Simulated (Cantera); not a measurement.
Feed: 1 mol C2F6, 1.7 mol H2, held at 3.70 mbar.

These are equilibrium values from Cantera (NASA tables, ideal gas, pure condensed phases), not measurements of a reactor. Candidate condensed phases: C, C6H6, C7H8, C8H18; 95 gas species. The feed counts by its element totals alone. The numbers say what is thermodynamically allowed, not how fast it happens.

Problem. At 2948 K, list the 5 most abundant gas species with their mole fractions, and the condensed phases.

Solution. HF 0.479, F 0.381, C3 0.0479, CF 0.0394, H 0.0345. Condensed: C(graphite).
